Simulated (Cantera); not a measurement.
# Moist CO burnout

An isothermal, constant-pressure homogeneous reactor starts with CO : O₂ : H₂O : N₂ : H₂ = 0.0083 : 0.043 : 0.023 : 1 : 0.0079 (molar parts), equivalence ratio 0.19, at 1075 K and 0.440 bar.

Detailed kinetics in Cantera: GRI-Mech 3.0 (53 species, 325 reactions).

```json
[
 {"t (s)": "2.00e-6", "x CO": "0.00767", "x O₂": "0.0397", "x H₂O": "0.0213", "x N₂O": "<1e-12", "x NO₂": "<1e-12"},
 {"t (s)": "2.00e-5", "x CO": "0.00767", "x O₂": "0.0397", "x H₂O": "0.0213", "x N₂O": "<1e-12", "x NO₂": "<1e-12"},
 {"t (s)": "0.000200", "x CO": "0.00767", "x O₂": "0.0397", "x H₂O": "0.0213", "x N₂O": "<1e-12", "x NO₂": "<1e-12"},
 {"t (s)": "0.00200", "x CO": "0.00675", "x O₂": "0.0369", "x H₂O": "0.0253", "x N₂O": "8.99e-9", "x NO₂": "1.16e-11"},
 {"t (s)": "0.0200", "x CO": "0.00154", "x O₂": "0.0332", "x H₂O": "0.0287", "x N₂O": "7.89e-8", "x NO₂": "9.02e-10"},
 {"t (s)": "0.200", "x CO": "4.63e-5", "x O₂": "0.0325", "x H₂O": "0.0288", "x N₂O": "1.22e-7", "x NO₂": "4.59e-9"},
 {"t (s)": "2.00", "x CO": "2.57e-7", "x O₂": "0.0325", "x H₂O": "0.0288", "x N₂O": "1.26e-7", "x NO₂": "1.43e-9"},
 {"t (s)": "20.0", "x CO": "1.31e-10", "x O₂": "0.0325", "x H₂O": "0.0288", "x N₂O": "1.05e-7", "x NO₂": "5.72e-10"},
 {"t (s)": "200", "x CO": "4.37e-11", "x O₂": "0.0325", "x H₂O": "0.0288", "x N₂O": "1.66e-8", "x NO₂": "7.85e-10"}
]
```
x: mole fraction; the columns are a selection and need not sum to one.

Equilibrium at this temperature and pressure: CO 4.24e-11, O₂ 0.0325, H₂O 0.0288, N₂O 1.60e-9, NO₂ 2.49e-7 (gas phase only).
